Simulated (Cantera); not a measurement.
A closed system holds: 1 mol CuO, 2.3 mol F2, 2 mol H2, held at 0.133 bar.

These are equilibrium values from Cantera (NASA tables, ideal gas, pure condensed phases), not measurements of a reactor. Candidate condensed phases: Cu, CuF2, CuO, Cu(OH)2, Cu2O, H2O; 27 gas species. Kinetics and transport are ignored. All values below are at 1252 °C.

Base state: HF 0.814, CuF 0.0912, O2 0.0775, CuF2 0.0164, H2O 0.000860, Cu 3.27e-5, F 1.16e-5, OH 1.16e-5 (mole fractions); condensed: Cu2O(l).

Task: What changes in the equilibrium state with this change: F2 from 2.3 to 10 mol?

Result: 
```
species         before    after
------------  --------  -------
F              1.16e-5    0.709
HF               0.814    0.207
CuF2            0.0164   0.0516
CuF             0.0912  4.69e-6
O2              0.0775   0.0258
F2               <1e-9  0.00723
H2O           0.000860    <1e-9
Cu             3.27e-5    <1e-9
FO               <1e-9  1.27e-5
Cu2O(l), mol     0.236        0
```
